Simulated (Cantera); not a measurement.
A Cantera script and its output.

```python
import numpy as np
import cantera as ct

gas = ct.Solution("gri30.yaml", transport_model="multicomponent")
show = ['H2', 'CH3', 'CO2']

rows = []
print(f"{'T/K':>7s}{'rho':>11s}{'cp':>10s}{'mu':>11s}{'lambda':>11s}{'Pr':>7s}" + "".join(f"{'D_' + s:>11s}" for s in show))
for T in [400, 550, 700, 850, 1000, 1150, 1300, 1450, 1600]:
    gas.TPX = T, 54, {'N2O': 0.32}
    Pr = gas.cp_mass * gas.viscosity / gas.thermal_conductivity
    D = [gas.mix_diff_coeffs_mole[gas.species_index(s)] for s in show]
    rows.append([gas.density, gas.cp_mass, gas.viscosity, gas.thermal_conductivity, Pr, *D])
    print(f"{T:7g}{gas.density:11.4e}{gas.cp_mass:10.1f}{gas.viscosity:11.4e}"
          f"{gas.thermal_conductivity:11.4e}{Pr:7.3f}" + "".join(f"{d:11.4e}" for d in D))
print("SI units: kg/m3, J/kg/K, Pa s, W/m/K, m2/s")
```

Result:

```
    T/K        rho        cp         mu     lambda     Pr       D_H2      D_CH3      D_CO2
    400 7.1463e-04     970.3 1.9459e-05 2.5299e-02  0.746 2.0238e-01 5.4920e-02 3.6046e-02
    550 5.1973e-04    1073.4 2.5486e-05 3.6724e-02  0.745 3.4849e-01 9.7279e-02 6.4908e-02
    700 4.0836e-04    1150.2 3.0799e-05 4.7670e-02  0.743 5.2330e-01 1.4838e-01 1.0002e-01
    850 3.3630e-04    1209.9 3.5602e-05 5.8097e-02  0.741 7.2438e-01 2.0737e-01 1.4072e-01
   1000 2.8585e-04    1254.7 4.0022e-05 6.7878e-02  0.740 9.4995e-01 2.7364e-01 1.8654e-01
   1150 2.4857e-04    1285.1 4.4145e-05 7.6847e-02  0.738 1.1987e+00 3.4673e-01 2.3714e-01
   1300 2.1989e-04    1311.4 4.8030e-05 8.5477e-02  0.737 1.4695e+00 4.2630e-01 2.9225e-01
   1450 1.9714e-04    1334.0 5.1721e-05 9.3781e-02  0.736 1.7614e+00 5.1205e-01 3.5165e-01
   1600 1.7866e-04    1353.3 5.5249e-05 1.0177e-01  0.735 2.0737e+00 6.0375e-01 4.1517e-01
SI units: kg/m3, J/kg/K, Pa s, W/m/K, m2/s
```

Cantera simulation using GRI-Mech 3.0 (53 species, 325 reactions); the numbers are that mechanism's predictions, not measurements. The composition is frozen, though it would react at the higher temperatures.
